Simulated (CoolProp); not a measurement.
Carbon dioxide at 908.14 K and 1.4 MPa flows at 12 m/s in a round tube of 25 mm bore and 15 µm roughness, fully developed (64/Re and Nu = 3.66 if laminar; Colebrook and Gnielinski if turbulent). Each further row changes one setting.

Model: reference Helmholtz-energy equation of state, Span 1996, in CoolProp.

| case | Reynolds number | Darcy friction factor | pressure drop (Pa/m) | heat-transfer coefficient (W/(m² K)) | mass flow (kg/h) |
|---|---|---|---|---|---|
| as stated | (withheld) | 0.0220 | (withheld) | (withheld) | (withheld) |
| velocity 24 m/s | 127000 | 0.0202 | 1890 | 676 | 345 |
| diameter 50 mm | 127000 | 0.0188 | (withheld) | (withheld) | (withheld) |

Some entries are withheld; supply them.


- as stated, Reynolds number: 63400
- as stated, pressure drop (Pa/m): 517
- as stated, heat-transfer coefficient (W/(m² K)): 369
- as stated, mass flow (kg/h): 173
- diameter 50 mm, pressure drop (Pa/m): 220
- diameter 50 mm, heat-transfer coefficient (W/(m² K)): 314
- diameter 50 mm, mass flow (kg/h): 691

Viscosity comes from a separate model (Laesecke 2017). Thermal conductivity comes from a separate model (Huber 2016).
